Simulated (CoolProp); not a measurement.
The fluid at 298.15 K and 0.00561 MPa is compressed adiabatically to 0.0108 MPa with isentropic efficiency 0.9. The same conditions are run with several fluids, on thermodynamics alone (safety and materials aside).

The numbers come from the reference Helmholtz-energy equation of state of each fluid (methanol: de Reuck 1993; R124: de Vries 1995; fluoroethane (R161): Wu 2012; R1336mzz(Z): McLinden 2020; cis-2-butene: Lemmon 2005) in CoolProp.

Rank methanol, R124, fluoroethane (R161), R1336mzz(Z), cis-2-butene by work (kJ/kg), highest first.

methanol (59.6), fluoroethane (R161) (39.2), cis-2-butene (33.2), R124 (13.6), R1336mzz(Z) (11.2)

| fluid | final temperature (K) | final density (kg/m³) |
|---|---|---|
| methanol | 339.6 | 0.123 |
| R124 | 316.6 | 0.561 |
| fluoroethane (R161) | 328.8 | 0.190 |
| R1336mzz(Z) | 311.4 | 0.688 |
| cis-2-butene | 320.6 | 0.228 |
